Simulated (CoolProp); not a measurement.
R1233zd(E) at 298.15 K and 5.68 MPa is throttled through a valve to 1.99 MPa with no heat exchange. Each further row changes one setting.

The numbers come from the reference Helmholtz-energy equation of state, Akasaka 2022 in CoolProp.

| case | temperature change (K) | final density (kg/m³) |
|---|---|---|
| as stated | +1.1 | 1270 |
| outlet pressure 0.597 MPa | +1.5 | 1260 |
| outlet pressure 2.59 MPa | +0.9 | 1270 |
